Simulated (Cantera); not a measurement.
A closed system holds: 1 mol N₂O, 0.19 mol H₂, equilibrated at 3375 K and 150000 Pa.

Equilibrium computed with Cantera from the NASA thermochemical tables; the gas is ideal and each condensed phase is pure. Candidate condensed phases: H₂O; 24 gas species. The numbers say what is thermodynamically allowed, not how fast it happens.

Base state: N₂ 0.535, O₂ 0.148, O 0.112, OH 0.0594, NO 0.0494, H₂O 0.0435, H 0.0406, H₂ 0.0127 (mole fractions); condensed: gas only.

Task: What changes in the equilibrium state with this change: 0.0018 mol Cl₂ added?

Result: 
```csv
species,before,after
N₂,0.535,0.534
O₂,0.148,0.148
O,0.112,0.111
Cl,0,0.00137
HCl,0,0.000640
H₂O,0.0435,0.0433
H₂,0.0127,0.0127
OH,0.0594,0.0592
H,0.0406,0.0405
NO,0.0494,0.0493
HO₂,4.37e-5,4.35e-5
NO₂,2.34e-5,2.34e-5
N,7.15e-5,7.14e-5
```
Further candidate phases: NH₄Cl.
